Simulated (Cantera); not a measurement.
borazine + O₂ (boron, boron nitride and boron oxide)

Feed: 1 mol borazine, a varied amount of O₂, equilibrated at 100000 Pa.

Cantera equilibrium calculation (NASA polynomials, part measured and part estimated; ideal gas, pure solids and liquids). Candidate condensed phases: B, BN, B₂O₃, B₃O₃H₃, H₂O; 39 gas species. The feed counts by its element totals alone. Mutual solubility and eutectic melting of coexisting phases are not modelled. Kinetics and transport are ignored.

Q: Map the stable condensed phases over T = 1250, 1300, 1350, 1400, 1450, 1500, 1550, 1600, 1650, 1700, 1750, 1800 °C and n(O₂) in mol = 0.51, 0.66, 0.86, 1.1, 1.5, 1.9, 2.5, 3.2, 4.2, 5.5, 7.2.

A: 
```
T in °C \ n(O₂) in mol
         0.51 0.66 0.86  1.1  1.5  1.9  2.5  3.2  4.2  5.5  7.2
   1800     A    A    A    A    B    B    C    D    D    D    D
   1750     A    B    B    B    B    B    C    C    D    D    D
   1700     B    B    B    B    B    B    C    C    C    C    C
   1650     B    B    B    B    B    B    C    C    C    C    C
   1600     B    B    B    B    B    B    C    C    C    C    C
   1550     B    B    B    B    B    B    C    C    C    C    C
   1500     B    B    B    B    B    B    C    C    C    C    C
   1450     B    B    B    B    B    B    C    C    C    C    C
   1400     B    B    B    B    B    B    C    C    C    C    C
   1350     B    B    B    B    B    B    C    C    C    C    C
   1300     B    B    B    B    B    B    C    C    C    C    C
   1250     B    B    B    B    B    B    C    C    C    C    C
```
A: BN; B: BN + B₂O₃; C: B₂O₃; D: gas only.
